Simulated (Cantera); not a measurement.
Input: 1 mol SiCl4, 3.2 mol HCl, 1.2 mol H2, equilibrated at 1348.15 K and 5.30 bar.

Method: chemical equilibrium by Gibbs-energy minimisation in Cantera with the NASA 1993 tables (ideal gas, pure condensed phases). Candidate condensed phases: Si; 19 gas species. The tables' values for SiCl3 are old estimates; treat these amounts as uncertain. Kinetics and transport are ignored.

Base state: HCl 0.598, H2 0.217, SiCl4 0.180, SiHCl3 0.00371, SiCl3 0.00163, SiCl2 7.46e-5, SiH2Cl2 1.12e-5 (mole fractions); condensed: gas only.

### Question
What changes in the equilibrium state with this change: temperature from 1348.15 K to 625 K?

### Answer
```tsv
species	before	after
HCl	0.598	0.593
H2	0.217	0.222
SiCl4	0.180	0.185
SiCl3	0.00163	<1e-9
SiCl2	7.46e-5	<1e-9
SiH2Cl2	1.12e-5	<1e-9
SiHCl3	0.00371	3.36e-6
```
